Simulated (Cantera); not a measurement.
Cantera run:

```python
import numpy as np
import cantera as ct

gas_names = """
    C CH CH2 CH3 CH2OH CH3O CH4 CH3OH CO CO2 COOH C2 C2H CHCO,ketyl C2H2,acetylene C2H2,vinylidene
    CH2CO,ketene C2H3,vinyl CH3CO,acetyl C2H4 C2H4O,ethylen CH3CHO,ethanal CH3COOH (HCOOH)2 C2H5 C2H6
    CH3OCH3 C2H5OH C2O C3 C3H3,propargyl C3H4,allene C3H4,propyne C3H4,cyclo- C3H5,allyl C3H6,propylene
    C3H6,cyclo- C3H6O C3H7,n-propyl C3H7,i-propyl C3H8 C3H8O,1propanol C3H8O,2propanol C3O2 C4 C4H2
    C4H4,1,3-cyclo- C4H6,butadiene C4H6,2-butyne C4H6,cyclo- C4H8,1-butene C4H8,cis2-buten
    C4H8,tr2-butene C4H8,isobutene C4H8,cyclo- (CH3COOH)2 C4H9,n-butyl C4H9,i-butyl C4H9,s-butyl
    C4H9,t-butyl C4H10,isobutane C4H10,n-butane C5 C5H6,1,3cyclo- C5H8,cyclo- C5H10,1-pentene
    C5H10,cyclo- C5H11,pentyl C5H11,t-pentyl C5H12,n-pentane C5H12,i-pentane CH3C(CH3)2CH3 C6H2
    C6H5,phenyl C6H5O,phenoxy C6H6 C6H5OH,phenol C6H10,cyclo- C6H12,1-hexene C6H12,cyclo- C6H13,n-hexyl
    C7H7,benzyl C7H8 C7H8O,cresol C7H14,1-heptene C7H15,n-heptyl C7H16,n-heptane C8H8,styrene
    C8H10,ethylbenz C8H16,1-octene C8H17,n-octyl C8H18,isooctane C8H18,n-octane C9H19,n-nonyl
    C10H8,naphthale C10H21,n-decyl C12H9,o-bipheny C12H10,bipheny H HCO HO2 H2 HCHO,formaldehy HCOOH H2O
    H2O2 O OH O2 O3 Si SiC SiC2 SiC4H12 SiH SiH2 SiH3 SiH4 SiO SiO2 Si2 Si2C Si3
""".split()
cond_names = """
    C(gr) C6H6(L) C7H8(L) C8H18(L),n-octa H2O(s) H2O(L) Si(cr) Si(L) SiC(b) SiO2(Lqz) SiO2(hqz) SiO2(L)
""".split()


def load(file, names, dense=False):
    # The tables refer to 1 bar. Condensed volumes are neglected.
    table = {s.name: s for s in ct.Species.list_from_file(file)}
    out = []
    for n in names:
        d = dict(table[n].input_data)
        d["thermo"] = dict(d["thermo"], **{"reference-pressure": 1e5})
        if dense:
            d["equation-of-state"] = {"model": "constant-volume", "density": "1e6 g/cm^3"}
        out.append(ct.Species.from_dict(d))
    return out


gas = ct.Solution(thermo="ideal-gas", species=load("nasa_gas.yaml", gas_names))
cond = {s.name: ct.Solution(thermo="fixed-stoichiometry", species=[s], name=s.name)
        for s in load("nasa_condensed.yaml", cond_names, dense=True)}
atoms = {
    'SiC': {'Si': 1, 'C': 1},
    'O2': {'O': 2},
    'H2': {'H': 2},
}
top_T = {'C(gr)': 4500, 'SiC(b)': 3050}  # K; cautious upper limits of use, not melting points


def equilibrate(T, P, feed):
    n = {}
    for name, mol in feed.items():
        for a, k in atoms[name].items():
            n[a] = n.get(a, 0.0) + k * mol
    gas.TPX = T, P, n
    mass = sum(n.values()) * gas.mean_molecular_weight
    gas.equilibrate("TP")
    valid = [c for c in cond.values() if c.min_temp <= T <= top_T.get(c.name, c.max_temp)]
    mix = ct.Mixture([(gas, mass / gas.mean_molecular_weight)] + [(c, 0.0) for c in valid])
    mix.T, mix.P = T, P
    mix.equilibrate("TP", solver="vcs", rtol=1e-11, max_steps=5000)
    return mix


results = []
feed = {'SiC': 1, 'O2': 0.028, 'H2': 2.4}  # mol
P = 5.6  # Pa
for T in [1023, 1098, 1173, 1248, 1323, 1398, 1473, 1548, 1623, 1698, 1773, 1848]:
    mix = equilibrate(T, P, feed)
    results.append((T, P, feed, dict(zip(mix.species_names, mix.species_moles))))

top = {s: max(r[3][s] / sum(r[3][g] for g in gas_names) for r in results) for s in gas_names}
cols = sorted((s for s in top if top[s] > 0.0001), key=lambda s: -top[s])[:5]
seen = [c for c in cond_names if any(r[3].get(c, 0) > 1e-12 for r in results)]
print("log10 of partial pressures in bar; condensed amounts in mol")
print(f"{'T/K':>10s}" + "".join(f"{s[:9]:>10s}" for s in cols + seen))
for T, P, feed, n in results:
    ng = sum(n[g] for g in gas_names)
    print(f"{T:10.4g}" + "".join(f"{np.log10(max(n[s] / ng * P / 1e5, 1e-99)):10.3f}" for s in cols)
          + "".join(f"{n.get(c, 0):10.4g}" for c in seen))
```

Output:

```
log10 of partial pressures in bar; condensed amounts in mol
       T/K        H2         H        CO        Si       SiO     C(gr)    SiC(b) SiO2(hqz)
      1023    -4.254   -10.510    -6.547   -18.549   -10.538  0.009637    0.9781   0.02188
      1098    -4.255    -9.734    -6.364   -16.150    -8.910         0    0.9813   0.01863
      1173    -4.256    -9.056    -6.353   -13.961    -7.444         0    0.9808   0.01763
      1248    -4.262    -8.462    -6.198   -12.135    -6.206         0    0.9722 0.0004828
      1323    -4.262    -7.931    -6.195   -10.993    -6.195         0     0.972         0
      1398    -4.262    -7.456    -6.195    -9.978    -6.195         0     0.972         0
      1473    -4.263    -7.029    -6.195    -9.067    -6.196         0     0.972         0
      1548    -4.264    -6.643    -6.194    -8.247    -6.198         0    0.9719         0
      1623    -4.266    -6.293    -6.186    -7.510    -6.208         0    0.9713         0
      1698    -4.271    -5.975    -6.155    -6.868    -6.250         0    0.9689         0
      1773    -4.282    -5.687    -6.074    -6.362    -6.398         0    0.9618         0
      1848    -4.300    -5.426    -5.974    -6.051    -6.817         0    0.9504         0
```

These are equilibrium values from Cantera (NASA tables, ideal gas, pure condensed phases), not measurements of a reactor. Mutual solubility and eutectic melting of coexisting phases are not modelled. The tables hold silica as quartz up to 1696 K and as liquid above; real silica turns to tridymite and cristobalite and melts near 1996 K.
